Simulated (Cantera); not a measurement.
Input: 1 mol SiF₄, 1.8 mol CH₄, 20 mol H₂, held at 1548 K and 0.220 bar.

These are equilibrium values from Cantera (NASA tables, ideal gas, pure condensed phases), not measurements of a reactor. Candidate condensed phases: C, C₆H₆, C₇H₈, C₈H₁₈, Si, SiC; 113 gas species. The tables' values for SiF₃, SiF₂ are old estimates; treat these amounts as uncertain. The numbers say what is thermodynamically allowed, not how fast it happens.

Base state: H₂ 0.950, SiF₄ 0.0332, HF 0.0101, SiF₃ 0.00410, SiHF₃ 0.00214, CH₄ 0.000407, SiF₂ 0.000266, H 6.40e-5 (mole fractions); condensed: C(graphite) + SiC(s).

Task: What changes in the equilibrium state with this change: temperature from 1548 K to 1273.15 K?

Result: 
```tsv
species	before	after
H₂	0.950	0.956
SiF₄	0.0332	0.0389
CH₄	0.000407	0.00188
HF	0.0101	0.00187
SiF₂	0.000266	3.59e-6
H	6.40e-5	1.49e-6
C₂H₂ (acetylene)	1.49e-5	3.56e-7
SiF₃	0.00410	0.000392
C(graphite), mol	1.77	1.75
SiC(s), mol	0.0198	0
```
The tables' values for SiF₃ are old estimates; treat these amounts as uncertain.
